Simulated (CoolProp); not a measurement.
Aqueous potassium formate as a coolant, at 21 °C, 1 atm.

Computed with CoolProp (Melinder's fits for secondary coolants).

```json
[
 {"mass %": "2.8", "freezing point (°C)": "-1.2", "cp (kJ/(kg K))": "4.076", "Prandtl number": "7.15", "conductivity (W/(m K))": "0.594", "density (kg/m³)": "1016"},
 {"mass %": "7.4", "freezing point (°C)": "-3.5", "cp (kJ/(kg K))": "3.904", "Prandtl number": "7.45", "conductivity (W/(m K))": "0.584", "density (kg/m³)": "1044"},
 {"mass %": "12", "freezing point (°C)": "-6.1", "cp (kJ/(kg K))": "3.738", "Prandtl number": "7.65", "conductivity (W/(m K))": "0.575", "density (kg/m³)": "1071"},
 {"mass %": "16.6", "freezing point (°C)": "-9.1", "cp (kJ/(kg K))": "3.576", "Prandtl number": "7.94", "conductivity (W/(m K))": "0.567", "density (kg/m³)": "1100"},
 {"mass %": "21.1", "freezing point (°C)": "-12.5", "cp (kJ/(kg K))": "[?]", "Prandtl number": "8.34", "conductivity (W/(m K))": "0.559", "density (kg/m³)": "1129"},
 {"mass %": "25.7", "freezing point (°C)": "-16.6", "cp (kJ/(kg K))": "[?]", "Prandtl number": "8.86", "conductivity (W/(m K))": "0.551", "density (kg/m³)": "1160"},
 {"mass %": "30.3", "freezing point (°C)": "-21.5", "cp (kJ/(kg K))": "3.136", "Prandtl number": "9.44", "conductivity (W/(m K))": "[?]", "density (kg/m³)": "1191"},
 {"mass %": "34.9", "freezing point (°C)": "-27.3", "cp (kJ/(kg K))": "3.008", "Prandtl number": "10.1", "conductivity (W/(m K))": "0.531", "density (kg/m³)": "1224"},
 {"mass %": "39.4", "freezing point (°C)": "-34.0", "cp (kJ/(kg K))": "2.894", "Prandtl number": "10.8", "conductivity (W/(m K))": "0.520", "density (kg/m³)": "1257"}
]
```

Some entries are withheld; supply them.


- 21.1, cp (kJ/(kg K)): 3.423
- 25.7, cp (kJ/(kg K)): 3.274
- 30.3, conductivity (W/(m K)): 0.542
